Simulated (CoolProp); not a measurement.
Properties of R152A along the isotherm 161.15 °C (Tc = 113.3 °C, pc = 4.517 MPa, ω = 0.275).

The numbers come from the reference Helmholtz-energy equation of state, Outcalt 1996 in CoolProp. It is a modified Benedict-Webb-Rubin equation, recast in Helmholtz form.

```tsv
p (MPa)	phase	speed of sound (m/s)	conductivity (mW/(m K))	Prandtl number
0.00714	gas	245.7	27.3	0.784
0.0111	gas	245.6	27.3	0.784
0.0173	gas	245.6	27.3	0.784
0.027	gas	245.5	27.3	0.784
0.042	gas	245.3	27.3	0.785
0.0654	gas	245.1	27.4	0.785
0.102	gas	244.7	27.4	0.786
0.158	gas	244.1	27.4	0.787
0.247	gas	243.2	27.5	0.789
0.384	gas	241.8	27.5	0.791
0.598	gas	239.6	27.7	0.796
0.931	gas	236.1	27.9	0.803
1.45	gas	230.6	28.3	0.817
2.26	gas	221.7	29.2	0.843
```

Viscosity comes from a separate model (Bell 2016), an estimate that may be off by 10 % or more. Thermal conductivity comes from a separate model (Krauss 1996).
